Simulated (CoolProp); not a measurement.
C3F8 (R218) along the isotherm 368.6 K: Z from the reference equation and from simpler models built on Tc = 345.0 K, pc = 2640 kPa, ω = 0.317; each cubic takes its own stable root.

Computed with CoolProp (reference Helmholtz-energy equation of state, Lemmon 2006). It is a short technical equation, of lower accuracy than the large ones.

| p (kPa) | phase | reference |
|---|---|---|
| 396 | gas | 0.9601 |
| 792 | gas | 0.9172 |
| 1190 | gas | 0.8707 |
| 1580 | gas | 0.8210 |
| 1980 | gas | 0.7650 |
| 2380 | gas | 0.7029 |
| 2770 | supercritical | 0.6353 |
| 3170 | supercritical | 0.5580 |
| 3560 | supercritical | 0.4773 |
| 3960 | supercritical | 0.4051 |

Question: How far does each simpler model (Redlich-Kwong, Soave-Redlich-Kwong, Peng-Robinson) lie from the reference over these 10 states: mean and median of the absolute difference, and the worst?

Answer: 
- Redlich-Kwong: mean 2.3 %, median 1.6 %, worst -7.1 % at 368.6 K and 3560 kPa
- Soave-Redlich-Kwong: mean 2.6 %, median 0.9 %, worst +11.2 % at 368.6 K and 3960 kPa
- Peng-Robinson: mean 2.0 %, median 2.1 %, worst +4.2 % at 368.6 K and 3960 kPa
